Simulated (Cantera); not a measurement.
# Premixed flame

A freely propagating, adiabatic, planar premixed flame of H₂ : O₂ : N₂ : H₂O = 1 : 0.312 : 1.17 : 0.55 (molar parts), unburnt at 325 K and 90.0 Torr; mixture-averaged transport, grid criteria slope 0.08 and curve 0.16, no radiation.

Detailed kinetics in Cantera: the H2/O2 subset of GRI-Mech 3.0, which has no nitrogen chemistry. Burning velocities carry a grid error of a few per cent, more on coarse grids.

```
z (mm)  T (K)  u (m/s)   x H₂      x O₂  x H₂O     x HO₂      x OH       x O
------  -----  -------  -----  --------  -----  --------  --------  --------
-13.6     325     2.01  0.330     0.103  0.181     <1e-8     <1e-8     <1e-8
-9.07     325     2.01  0.330     0.103  0.181     <1e-8     <1e-8     <1e-8
-6.80     325     2.01  0.330     0.103  0.181     <1e-8     <1e-8     <1e-8
-4.53     325     2.01  0.330     0.103  0.181     <1e-8     <1e-8     <1e-8
-2.27     328     2.03  0.328     0.103  0.182   1.47e-5   8.13e-7   2.04e-7
-1.13     452     2.74  0.310     0.102  0.193  0.000146  0.000460   3.49e-5
0         813     4.80  0.254    0.0851  0.240   3.98e-5  0.000539  0.000577
1.13     1098     6.39  0.174    0.0468  0.320   1.37e-5   0.00162   0.00281
2.27     1249     7.24  0.124    0.0157  0.379   3.99e-6   0.00291   0.00293
4.53     1370     7.88  0.111   0.00403  0.403   9.05e-7   0.00393   0.00206
9.07     1477     8.44  0.116   0.00266  0.409   5.35e-7   0.00445   0.00162
18.1     1579     8.95  0.122   0.00171  0.414   3.20e-7   0.00444   0.00109
36.3     1667     9.38  0.126  0.000927  0.420   1.72e-7   0.00387  0.000611
```
x: mole fraction of selected species; z is measured from the peak of heat release.

```yaml
laminar_burning_velocity: 201 cm/s
thermal_thickness: 4.53 mm
peak x(HO₂): 0.000165
peak x(OH): 0.00452
peak x(O): 0.00318
grid_points: 133
```
